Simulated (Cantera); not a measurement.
Mixture: H2 : O2 : N2 = 1 : 0.98 : 5.29 (molar parts), equivalence ratio 0.51, at 8.20 bar, adiabatic and at constant volume. Ignition delay is the time to a rise of 400 K.

Model: GRI-Mech 3.0 (53 species, 325 reactions), integrated in Cantera. The hydrogen kinetics of GRI-Mech 3.0 are dated; newer H2 mechanisms differ, most at raised pressure. Below about 950 K walls govern HO2 and H2O2 in real vessels.

```
quantity          before     after
---------------  -------  --------
delay at 900 K   0.201 s   0.281 s
delay at 1000 K  14.7 ms   16.5 ms
delay at 1100 K  1.26 ms  0.502 ms
delay at 1200 K  36.7 µs   20.7 µs
```

Q: Name the change that produced these shifts.
A. O2 0.98 to 1.8 parts
B. pressure from 8.20 bar to 4.60 bar
C. constant pressure in place of constant volume
D. H2 1 to 2.5 parts

A: B, pressure from 8.20 bar to 4.60 bar
